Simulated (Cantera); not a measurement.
## Ignition delay

Mixture: 1.88 % C3H8, 13.1 % O2, 82.4 % N2, 2.63 % H2O, equivalence ratio 0.72, at 760 Torr, adiabatic and at constant pressure. Ignition delay is the time to a rise of 400 K.

Detailed kinetics in Cantera: GRI-Mech 3.0 (53 species, 325 reactions). GRI-Mech 3.0 was tuned for natural gas; its chemistry of propane as a main component is partial and can be far from experiment.

```tsv
T0 (K)	delay (ms)
1175	14.0
1225	5.04
1275	1.99
1325	0.869
1375	0.419
1425	0.223
1475	0.129
1525	0.0817
```

apparent activation energy between 1425 and 1525 K: 180 kJ/mol
